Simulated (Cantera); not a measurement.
A Cantera script and what it prints.

```python
import numpy as np
import cantera as ct

gas_names = """
    AL ALCL ALCL2 ALCL3 ALH ALN AL2 AL2CL6 CL CL2 H HCL H2 N NH NH2 NH3 N2 N2H2 N2H4
""".split()
cond_names = """
    AL(cr) AL(L) ALCL3(s) ALCL3(L) ALN(s) NH4CL(a) NH4CL(b)
""".split()


# ... load() reads the species with a 1 bar reference pressure and builds the phases ...
atoms = {
    'AlCl3': {'AL': 1, 'CL': 3},
    'N2': {'N': 2},
    'H2': {'H': 2},
}
top_T = {'ALN(s)': 2750}  # K; cautious upper limits of use, not melting points


# ... equilibrate(T, P, feed) seeds the gas with the atoms and calls Mixture.equilibrate('TP', solver="vcs", rtol=1e-11, max_steps=5000) ...
results = []
feed = {'AlCl3': 1, 'N2': 36, 'H2': 78}  # mol
P = 1000  # Pa
for T in [1325, 1375, 1425, 1475, 1525, 1575, 1625, 1675, 1725]:
    mix = equilibrate(T, P, feed)
    results.append((T, P, feed, dict(zip(mix.species_names, mix.species_moles))))

top = {s: max(r[3][s] / sum(r[3][g] for g in gas_names) for r in results) for s in gas_names}
cols = sorted((s for s in top if top[s] > 0.001), key=lambda s: -top[s])[:6]
seen = [c for c in cond_names if any(r[3].get(c, 0) > 1e-12 for r in results)]
print("log10 of partial pressures in bar; condensed amounts in mol")
print(f"{'T/K':>10s}" + "".join(f"{s[:9]:>10s}" for s in cols + seen))
for T, P, feed, n in results:
    ng = sum(n[g] for g in gas_names)
    print(f"{T:10.4g}" + "".join(f"{np.log10(max(n[s] / ng * P / 1e5, 1e-99)):10.3f}" for s in cols)
          + "".join(f"{n.get(c, 0):10.4g}" for c in seen))
```

Output:

```
log10 of partial pressures in bar; condensed amounts in mol
       T/K        H2        N2       HCL      ALCL         H    ALN(s)
      1325    -2.176    -2.510    -3.624    -6.064    -6.875    0.9015
      1375    -2.176    -2.510    -3.630    -5.568    -6.553    0.8729
      1425    -2.176    -2.510    -3.642    -5.114    -6.254     0.807
      1475    -2.177    -2.509    -3.667    -4.706    -5.975    0.6612
      1525    -2.177    -2.509    -3.718    -4.352    -5.715     0.375
      1575    -2.178    -2.508    -3.790    -4.107    -5.470         0
      1625    -2.178    -2.508    -3.781    -4.093    -5.240         0
      1675    -2.178    -2.508    -3.775    -4.085    -5.024         0
      1725    -2.179    -2.508    -3.772    -4.080    -4.820         0
```

Method: chemical equilibrium by Gibbs-energy minimisation in Cantera with the NASA 1993 tables (ideal gas, pure condensed phases). The tables' values for AlCl2 are old estimates; treat these amounts as uncertain.
